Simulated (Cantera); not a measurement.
# Low-pressure radical oxidation in H2/O2

A perfectly stirred reactor is fed with 21.3 % H₂, 78.7 % O₂, equivalence ratio 0.14, at 10.00 Torr; it is held at 1200 K, and followed from long to short residence time.

Model: GRI-Mech 3.0 (53 species, 325 reactions), integrated in Cantera. Radical loss at walls, strong at low pressure, is not modelled. The temperature is held fixed by assumption; the heat of reaction is taken as removed at once.

```tsv
τ (s)	x H₂	x O₂	x HO₂	x OH	x H₂O₂	x H	x H₂O
1.2	0.000651	0.759	4.95e-6	0.00219	3.08e-7	0.000483	0.235
0.63	0.000980	0.757	6.00e-6	0.00271	3.52e-7	0.000913	0.234
0.33	0.00147	0.755	7.05e-6	0.00336	3.93e-7	0.00172	0.232
0.17	0.00221	0.751	8.05e-6	0.00417	4.28e-7	0.00327	0.230
0.090	0.00324	0.746	8.86e-6	0.00510	4.51e-7	0.00595	0.226
0.047	0.00473	0.739	9.46e-6	0.00620	4.59e-7	0.0107	0.219
0.025	0.00669	0.729	9.75e-6	0.00737	4.52e-7	0.0181	0.211
0.013	0.00934	0.717	9.74e-6	0.00860	4.32e-7	0.0292	0.198
0.0068	0.0127	0.704	9.48e-6	0.00974	4.11e-7	0.0424	0.184
```
x: mole fraction; the columns are a selection and need not sum to one.
